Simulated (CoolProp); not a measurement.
The fluoroketone C6F12O (FK-5-1-12) along the isotherm 500 K: Z from the reference equation and from simpler models built on Tc = 441.8 K, pc = 1869 kPa, ω = 0.471; each cubic takes its own stable root.

Computed with CoolProp (reference Helmholtz-energy equation of state, McLinden 2015).

```tsv
p (kPa)	phase	reference	van der Waals	Soave-Redlich-Kwong
935	gas	0.8864	0.8797	0.8914
1870	supercritical	0.7602	0.7254	0.7743
2800	supercritical	0.6248	0.5154	0.6579
3740	supercritical	0.5177	0.4802	0.5804
4670	supercritical	0.4952	0.5315	0.5688
5610	supercritical	0.5202	0.5956	0.5922
6540	supercritical	0.5600	0.6619	0.6289
7480	supercritical	0.6058	0.7298	0.6715
8410	supercritical	0.6537	0.7970	0.7163
9350	supercritical	0.7031	0.8647	0.7628
```
